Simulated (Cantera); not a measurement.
A closed system holds: 1 mol Si₃H₈, 0.023 mol HCl, 5.7 mol N₂, at 1700 K and 39000 Pa.

These are equilibrium values from Cantera (NASA tables, ideal gas, pure condensed phases), not measurements of a reactor. Candidate condensed phases: NH₄Cl, Si, Si₃N₄; 28 gas species. The feed counts by its element totals alone. The numbers say what is thermodynamically allowed, not how fast it happens.

What is the equilibrium state?

x(H₂): 0.518
x(N₂): 0.479
x(HCl): 0.00297
x(H): 0.000170
x(NH₃): 3.66e-6
x(SiCl₂): 2.51e-6
n(Si₃N₄(s)): 1.000 mol
gas amount: 7.724 mol
log10 activity of Si(l) (absent): -1.39
